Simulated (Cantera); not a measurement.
# Adiabatic ignition

An adiabatic, constant-pressure homogeneous reactor starts with 6.49 % H₂, 23.4 % O₂, 70.1 % N₂, 0.0973 % NO, at 1175 K and 9.87 atm.

Cantera simulation using GRI-Mech 3.0 (53 species, 325 reactions); the numbers are that mechanism's predictions, not measurements. The hydrogen kinetics of GRI-Mech 3.0 are dated; newer H2 mechanisms differ, most at raised pressure.

```tsv
t (s)	T (K)	x H₂	x O₂	x NO	x NO₂	x OH	x H₂O
1.00e-6	1175	0.0649	0.234	0.000973	1.76e-9	1.01e-9	6.85e-9
4.46e-6	1175	0.0649	0.234	0.000973	7.16e-8	9.12e-9	2.14e-7
1.99e-5	1176	0.0647	0.233	0.000922	5.06e-5	4.37e-6	0.000167
8.88e-5	1642	2.87e-6	0.208	0.000974	2.40e-5	0.000234	0.0669
0.000396	1643	5.18e-7	0.208	0.000986	1.14e-5	0.000113	0.0670
0.00177	1643	5.06e-7	0.208	0.000987	1.12e-5	0.000112	0.0670
0.00788	1643	5.06e-7	0.208	0.000987	1.12e-5	0.000112	0.0670
0.0352	1643	5.06e-7	0.208	0.000987	1.12e-5	0.000112	0.0670
0.157	1643	5.06e-7	0.208	0.000988	1.12e-5	0.000112	0.0670
0.700	1643	5.06e-7	0.208	0.000991	1.12e-5	0.000112	0.0670
```
x: mole fraction; the columns are a selection and need not sum to one.

```
Property                                                             Result
---------------------------------  ----------------------------------------
time of steepest temperature rise                                   42.1 µs
temperature at 0.700 s                                               1643 K
equilibrium temperature                                              1640 K
x(H₂) at 0.700 s                    5.06e-7 (gas-phase equilibrium 4.90e-7)
x(O₂) at 0.700 s                        0.208 (gas-phase equilibrium 0.207)
x(NO) at 0.700 s                   0.000991 (gas-phase equilibrium 0.00218)
```
